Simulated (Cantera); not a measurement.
A Cantera script and its output.

```python
import numpy as np
import cantera as ct

gas = ct.Solution("gri30.yaml")
gas.TPX = 775, 20000, {'CH4': 1, 'CO': 0.63, 'O2': 3.46, 'N2': 16.9}
inlet = ct.Reservoir(gas, clone=True)
gas.equilibrate("HP")  # start burning
reactor = ct.IdealGasConstPressureReactor(gas, energy="on", clone=False)
exhaust = ct.Reservoir(gas, clone=True)
tau = [0.02, 0.011, 0.0055, 0.0029, 0.0015, 0.00079, 0.00041, 0.00021, 0.00011, 5.9e-05, 3.1e-05, 1.6e-05, 8.4e-06][0]
for a, b in ((inlet, reactor), (reactor, exhaust)):
    ct.MassFlowController(a, b, mdot=lambda t: reactor.mass / tau)
net = ct.ReactorNet([reactor])
show = ['CH4', 'CO', 'O2', 'CH2O', 'C2H6', 'NO']

rows = []
print(f"{'tau/s':>10s}{'T/K':>9s}" + "".join(f"{s:>11s}" for s in show))
for tau in [0.02, 0.011, 0.0055, 0.0029, 0.0015, 0.00079, 0.00041, 0.00021, 0.00011, 5.9e-05, 3.1e-05, 1.6e-05, 8.4e-06]:
    net.initial_time = 0.0
    net.advance(30 * tau)
    before = gas.X
    net.advance(40 * tau)
    drift = np.max(np.abs(gas.X - before) / (gas.X + 1e-9))
    rows.append([gas.T, *gas[show].X, drift])
    print(f"{tau:10.3e}{gas.T:9.1f}" + "".join(f"{x:11.3e}" for x in gas[show].X))
```

Output:

```
     tau/s      T/K        CH4         CO         O2       CH2O       C2H6         NO
 2.000e-02   1836.3  2.036e-05  9.201e-03  5.546e-02  2.834e-06  1.447e-11  4.164e-05
 1.100e-02   1796.5  3.202e-05  1.124e-02  5.637e-02  4.230e-06  3.070e-11  2.923e-05
 5.500e-03   1744.7  5.653e-05  1.382e-02  5.763e-02  6.939e-06  8.345e-11  2.021e-05
 2.900e-03   1693.2  1.007e-04  1.657e-02  5.916e-02  1.143e-05  2.444e-10  1.431e-05
 1.500e-03   1638.0  1.957e-04  2.034e-02  6.148e-02  2.035e-05  9.044e-10  9.347e-06
 7.900e-04   1582.0  4.143e-04  2.606e-02  6.527e-02  3.925e-05  4.396e-09  5.388e-06
 4.100e-04   1515.5  1.118e-03  3.592e-02  7.282e-02  9.341e-05  4.515e-08  2.386e-06
 2.100e-04    775.0  4.548e-02  2.865e-02  1.573e-01  1.693e-16  1.957e-18  1.966e-21
 1.100e-04    775.0  4.548e-02  2.865e-02  1.573e-01  3.638e-17  1.184e-22  1.815e-26
 5.900e-05    775.0  4.548e-02  2.865e-02  1.573e-01  7.801e-18  8.165e-24  4.939e-31
 3.100e-05    775.0  4.548e-02  2.865e-02  1.573e-01  1.497e-18  5.662e-25  1.701e-31
 1.600e-05    775.0  4.548e-02  2.865e-02  1.573e-01  2.730e-19  4.596e-26  4.561e-32
 8.400e-06    775.0  4.548e-02  2.865e-02  1.573e-01  5.494e-20  2.612e-27  1.206e-32
```

Computed with Cantera and GRI-Mech 3.0 (53 species, 325 reactions).
